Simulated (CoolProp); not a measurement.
Vapour-liquid equilibrium of propylene (1) + n-hexane (2) at 276.6 K; x and y are mole fractions of (1).

Values from CoolProp's multi-fluid Helmholtz-energy mixture model, Lemmon 2013 and Thol 2019; pair parameters Bell 2016.

| x | bubble pressure (MPa) | y at the bubble point | dew pressure at overall composition x (MPa) | liquid density (mol/L) |
|---|---|---|---|---|
| 0.05 | 0.05453 | 0.869 | 0.007627 | 7.997 |
| 0.125 | 0.1093 | ? | 0.008281 | 8.272 |
| 0.2 | 0.1532 | 0.957 | 0.009056 | 8.564 |
| 0.275 | 0.1922 | 0.967 | 0.009991 | 8.874 |
| 0.35 | 0.2298 | 0.974 | ? | 9.202 |
| 0.425 | 0.2681 | 0.979 | 0.01259 | 9.551 |
| 0.5 | 0.3086 | 0.984 | 0.01447 | 9.920 |
| 0.575 | 0.3519 | 0.987 | 0.01701 | 10.31 |
| 0.65 | 0.3984 | 0.990 | 0.02063 | 10.72 |
| 0.725 | 0.4479 | ? | 0.02620 | 11.16 |
| 0.8 | 0.5001 | 0.995 | 0.03588 | 11.61 |
| 0.875 | 0.5541 | ? | 0.05687 | 12.07 |
| 0.95 | 0.6093 | 0.999 | 0.1348 | 12.55 |

Q: Complete the blanks.

A: 
- 0.125, y at the bubble point: 0.937
- 0.35, dew pressure at overall composition x (MPa): 0.01114
- 0.725, y at the bubble point: 0.993
- 0.875, y at the bubble point: 0.997

No azeotrope shows between x = 0.05 and 0.95.

The pair parameters rest on a limited set of measurements; away from them the model extrapolates. The gap from Raoult's law changes sign with composition, which may be real or a fault of the pair parameters; it wasn't checked against measurements.
